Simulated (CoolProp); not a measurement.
Saturated liquid density (kg/m³) of C3F8 (R218): the reference equation beside estimates from Tc = 71.9 °C, pc = 2640 kPa, ω = 0.317.

The numbers come from the reference Helmholtz-energy equation of state, Lemmon 2006 in CoolProp. It is a short technical equation, of lower accuracy than the large ones.

| T (°C) | reference | Redlich-Kwong | Soave-Redlich-Kwong | Peng-Robinson |
|---|---|---|---|---|
| -9.25 | 1497 | 1325 | 1403 | 1591 |
| -7.15 | 1488 | 1314 | 1392 | 1579 |
| -5.05 | 1478 | 1303 | 1381 | 1567 |
| -2.95 | 1468 | 1292 | 1370 | 1555 |
| -0.75 | 1458 | 1280 | 1358 | 1541 |
| 1.35 | 1448 | 1269 | 1347 | 1528 |
| 3.45 | 1438 | 1257 | 1335 | 1515 |
| 5.55 | 1428 | 1245 | 1323 | 1501 |
| 7.65 | 1417 | 1233 | 1310 | 1487 |
| 9.75 | 1407 | 1220 | 1298 | 1473 |
| 11.95 | 1396 | 1207 | 1284 | 1458 |
| 14.05 | 1385 | 1194 | 1271 | 1443 |
| 16.15 | 1373 | 1181 | 1257 | 1427 |

Absolute difference from the reference over all 13 rows, mean and median: Redlich-Kwong 12.7 and 12.6 %, Soave-Redlich-Kwong 7.3 and 7.2 %, Peng-Robinson 5.2 and 5.4 %.
